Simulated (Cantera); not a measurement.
# Stirred combustor or abatement burner

A perfectly stirred reactor is fed with 4.79 % CH₄, 20.0 % O₂, 75.2 % N₂, at 5.00 bar; it is adiabatic with a 525 K inlet, and is followed from long to short residence time, starting on the burning branch (τ in s: 0.033, 0.018, 0.01, 0.0056, 0.0031, 0.0017, 0.00092, 0.00051, 0.00028, 0.00015, 8.4e-05, 4.6e-05, 2.5e-05).

Model: GRI-Mech 3.0 (53 species, 325 reactions), integrated in Cantera.

```csv
τ (s),T (K),x CH₄,x O₂,x HCO,x H₂O₂,x C₂H₄,x C₂H
0.033,1618,2.72e-5,0.104,8.11e-9,1.45e-7,4.37e-8,2.10e-12
0.018,1616,4.16e-5,0.104,1.49e-8,1.92e-7,8.43e-8,3.99e-12
0.010,1613,6.33e-5,0.104,2.71e-8,2.52e-7,1.56e-7,7.13e-12
0.0056,1608,9.68e-5,0.105,4.91e-8,3.29e-7,2.86e-7,1.22e-11
0.0031,1601,0.000153,0.105,9.06e-8,4.35e-7,5.36e-7,2.02e-11
0.0017,1588,0.000254,0.106,1.70e-7,5.93e-7,1.09e-6,3.29e-11
0.00092,1560,0.000504,0.108,3.30e-7,9.28e-7,3.12e-6,5.54e-11
0.00051,525,0.0479,0.200,<1e-12,<1e-12,<1e-12,<1e-12
0.00028,525,0.0479,0.200,<1e-12,<1e-12,<1e-12,<1e-12
0.00015,525,0.0479,0.200,<1e-12,<1e-12,<1e-12,<1e-12
8.4e-5,525,0.0479,0.200,<1e-12,<1e-12,<1e-12,<1e-12
4.6e-5,525,0.0479,0.200,<1e-12,<1e-12,<1e-12,<1e-12
2.5e-5,525,0.0479,0.200,<1e-12,<1e-12,<1e-12,<1e-12
```
x: mole fraction; the columns are a selection and need not sum to one.
